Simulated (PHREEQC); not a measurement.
## Buffer

Make-up at 20 °C: 0.022 mol/kgw HF, 0.00012 mol/kgw Na2SO4 and 0.00043 mol/kgw KCl. Closed to the air; pH follows from the charge balance.

Equilibrium calculation in PHREEQC: ion-association model, phreeqc.dat.

The pH is 2.43. The ionic strength is 0.00474 mol/kgw and the total alkalinity is -22.0 meq/kg.

```tsv
species	molality	activity	log γ
HF	0.0178	0.0178	0.000
H+	0.00397	0.00372	-0.029
F-	0.00375	0.00348	-0.032
Cl-	0.000430	0.000399	-0.032
K+	0.000430	0.000399	-0.032
HF2-	0.000245	0.000228	-0.032
Na+	0.000239	0.000223	-0.031
SO4-2	9.49e-5	7.11e-5	-0.125
HSO4-	2.49e-5	2.31e-5	-0.032
```

This is a speciation only: nothing precipitates in the calculation. Complexes and solids missing from the database can't appear.
